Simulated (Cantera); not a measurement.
Feed: 1 mol BF3, 55 mol H2, at 1098 K and 13.3 mbar.

Equilibrium computed with Cantera from the NASA thermochemical tables; the gas is ideal and each condensed phase is pure. Candidate condensed phases: B; 20 gas species. The numbers say what is thermodynamically allowed, not how fast it happens.

Base state: H2 0.982, BF3 0.0173, HF 0.000597, BHF2 0.000592 (mole fractions); condensed: gas only.

### Question
What changes in the equilibrium state with this change: temperature from 1098 K to 1400 K?

### Answer
| species | before | after |
|---|---|---|
| H2 | 0.982 | 0.979 |
| BF3 | 0.0173 | 0.0152 |
| HF | 0.000597 | 0.00275 |
| BF | 2.91e-8 | 7.81e-5 |
| H | 2.12e-7 | 4.17e-5 |
| BF2 | 4.80e-6 | 0.000537 |
| BHF2 | 0.000592 | 0.00206 |
The tables' values for BF2 are old estimates; treat these amounts as uncertain.
